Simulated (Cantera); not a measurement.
An isothermal plug-flow reactor at 1298 K and 0.820 bar (inlet), inlet velocity 0.84 m/s, active area per volume 130 1/m; feed CH4 : O2 : N2 : H2O = 0.0029 : 0.025 : 0.79 : 0.0073 (molar parts).

Cantera simulation using Deutschmann's 1995 Pt surface mechanism with GRI-Mech 3.0 gas chemistry; the numbers are that mechanism's predictions, not measurements. Catalytic surfaces can have several steady states; this one follows from the mechanism file's or the stated starting coverage. Mass transfer to the wall is taken as infinitely fast.

### Question
What does this change do: inlet velocity 0.84 to 1.4 m/s?

### Answer
```tsv
quantity	before	after
x(CH4) at z = 0.0084 m	0.000562	0.00122
x(O2) at z = 0.0084 m	0.0248	0.0261
x(H2O) at z = 0.0084 m	0.0144	0.0131
x(CO2) at z = 0.0084 m	0.00265	0.00203
x(CO) at z = 0.0084 m	3.16e-6	4.60e-6
θ(free Pt) at the exit	0.639	0.637
θ(O*) at the exit	0.360	0.362
```

### Question
What does this change do: CH4 0.0029 to 0.0019 parts?

### Answer
```json
[
 {"quantity": "x(CH4) at z = 0.0084 m", "before": "0.000562", "after": "0.000361"},
 {"quantity": "x(O2) at z = 0.0084 m", "before": "0.0248", "after": "0.0267"},
 {"quantity": "x(H2O) at z = 0.0084 m", "before": "0.0144", "after": "0.0125"},
 {"quantity": "x(CO2) at z = 0.0084 m", "before": "0.00265", "after": "0.00174"},
 {"quantity": "x(CO) at z = 0.0084 m", "before": "3.16e-6", "after": "2.21e-6"},
 {"quantity": "θ(free Pt) at the exit", "before": "0.639", "after": "0.634"},
 {"quantity": "θ(O*) at the exit", "before": "0.360", "after": "0.365"}
]
```

### Question
What does this change do: area per volume 130 to 190 1/m?

### Answer
```tsv
quantity	before	after
x(CH4) at z = 0.0084 m	0.000562	0.000258
x(O2) at z = 0.0084 m	0.0248	0.0242
x(H2O) at z = 0.0084 m	0.0144	0.0151
x(CO2) at z = 0.0084 m	0.00265	0.00301
x(CO) at z = 0.0084 m	3.16e-6	1.59e-6
θ(free Pt) at the exit	0.639	0.641
θ(O*) at the exit	0.360	0.358
θ(OH*) at the exit	0.00104	0.00106
```
